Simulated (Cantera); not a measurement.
## c-C₄F₈ + Si + CH₄ (fluorocarbon and chlorocarbon gases)

A closed system holds: 1 mol c-C₄F₈, a varied amount of Si, 0.0074 mol CH₄, equilibrated at 2998.15 K and 0.840 bar.

Cantera equilibrium calculation (NASA polynomials, part measured and part estimated; ideal gas, pure solids and liquids). Candidate condensed phases: C, C₆H₆, C₇H₈, C₈H₁₈, Si, SiC; 113 gas species. The feed counts by its element totals alone. The tables' values for SiF₃, C₂F₄, SiF₂ are old estimates; treat these amounts as uncertain. Gases not in the tables: C₂F₆ and larger saturated fluorocarbons. Equilibrium is a limit: real reactors are often held back by kinetics, nucleation or transport.

```tsv
n(Si) (mol)	x CF₂	x F	x SiF₄	x CF₄	x CF	x CF₃	x HF	x SiF₃	n C(graphite)
0.092	0.547	0.327	0.0199	0.0381	0.0377	0.0227	0.00654	0.000416	1.08
0.13	0.541	0.325	0.0284	0.0373	0.0375	0.0223	0.00660	0.000596	1.14
0.18	0.534	0.323	0.0398	0.0363	0.0372	0.0218	0.00668	0.000842	1.21
0.26	0.521	0.319	0.0587	0.0346	0.0367	0.0211	0.00682	0.00126	1.34
0.36	0.504	0.314	0.0835	0.0324	0.0362	0.0201	0.00701	0.00182	1.50
0.51	0.478	0.305	0.123	0.0291	0.0352	0.0185	0.00731	0.00276	1.73
0.71	0.438	0.292	0.182	0.0245	0.0337	0.0163	0.00776	0.00425	2.05
1	0.372	0.269	0.281	0.0176	0.0310	0.0127	0.00853	0.00713	2.50
```
x: gas mole fraction; n: condensed amount in mol.

From 0.092 mol Si to 1 mol Si the condensed part is C(graphite). The main Si-bearing gas is SiF₄ throughout.
